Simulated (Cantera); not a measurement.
# Carbon deposition, reforming and gasification: C3H6 + H2O + N2

Feed: 1 mol C3H6, 0.36 mol H2O, 0.26 mol N2, equilibrated at 2375 K and 11.3 Torr.

Equilibrium computed with Cantera from the NASA thermochemical tables; the gas is ideal and each condensed phase is pure. Candidate condensed phases: C, C6H6, C7H8, C8H18, H2O; 136 gas species. Equilibrium is a limit: real reactors are often held back by kinetics, nucleation or transport.

```yaml
x(H2): 0.742
x(H): 0.0992
x(CO): 0.0860
x(N2): 0.0563
x(HCN): 0.0104
x(C2H2 (acetylene)): 0.00461
x(HNC): 0.00105
x(CN): 6.69e-5
x(C2H): 3.34e-5
n(C(graphite)): 2.55 mol
gas_amount: 4.188 mol
```
